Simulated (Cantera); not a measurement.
Moist CO burnout

An isothermal, constant-pressure homogeneous reactor starts with CO : O₂ : H₂O : N₂ = 0.02 : 0.08 : 0.029 : 1 (molar parts), at 950 K and 4280 Torr.

Cantera simulation using GRI-Mech 3.0 (53 species, 325 reactions); the numbers are that mechanism's predictions, not measurements.

| t (s) | x CO | x O₂ | x H₂O | x H | x CO₂ | x NO | x OH |
|---|---|---|---|---|---|---|---|
| 4.00e-6 | 0.0177 | 0.0709 | 0.0257 | <1e-12 | 9.26e-12 | <1e-12 | <1e-12 |
| 1.20e-5 | 0.0177 | 0.0709 | 0.0257 | <1e-12 | 2.89e-11 | <1e-12 | <1e-12 |
| 3.62e-5 | 0.0177 | 0.0709 | 0.0257 | <1e-12 | 9.71e-11 | <1e-12 | 1.74e-12 |
| 0.000109 | 0.0177 | 0.0709 | 0.0257 | <1e-12 | 3.71e-10 | <1e-12 | 4.55e-12 |
| 0.000328 | 0.0177 | 0.0709 | 0.0257 | <1e-12 | 1.55e-9 | <1e-12 | 8.47e-12 |
| 0.000988 | 0.0177 | 0.0709 | 0.0257 | 1.33e-12 | 6.41e-9 | <1e-12 | 1.31e-11 |
| 0.00297 | 0.0177 | 0.0709 | 0.0257 | 2.63e-12 | 2.96e-8 | <1e-12 | 2.59e-11 |
| 0.00894 | 0.0177 | 0.0709 | 0.0257 | 7.21e-12 | 1.86e-7 | <1e-12 | 7.11e-11 |
| 0.0269 | 0.0177 | 0.0709 | 0.0257 | 2.87e-11 | 1.74e-6 | <1e-12 | 2.83e-10 |
| 0.0810 | 0.0177 | 0.0708 | 0.0257 | 1.88e-10 | 2.76e-5 | <1e-12 | 1.86e-9 |
| 0.244 | 0.0173 | 0.0707 | 0.0257 | 8.55e-10 | 0.000428 | <1e-12 | 8.66e-9 |
| 0.734 | 0.0151 | 0.0697 | 0.0257 | 1.05e-9 | 0.00259 | <1e-12 | 1.20e-8 |
| 2.21 | 0.0102 | 0.0673 | 0.0258 | 6.92e-10 | 0.00763 | <1e-12 | 1.14e-8 |
| 6.65 | 0.00381 | 0.0643 | 0.0259 | 2.11e-10 | 0.0140 | 1.37e-12 | 8.83e-9 |
| 20.0 | 0.000751 | 0.0629 | 0.0259 | 2.05e-11 | 0.0171 | 1.18e-12 | 4.16e-9 |
x: mole fraction; the columns are a selection and need not sum to one.

Equilibrium at this temperature and pressure: CO <1e-12, O₂ 0.0625, H₂O 0.0259, H <1e-12, CO₂ 0.0179, NO 1.03e-5, OH 1.00e-8 (gas phase only).
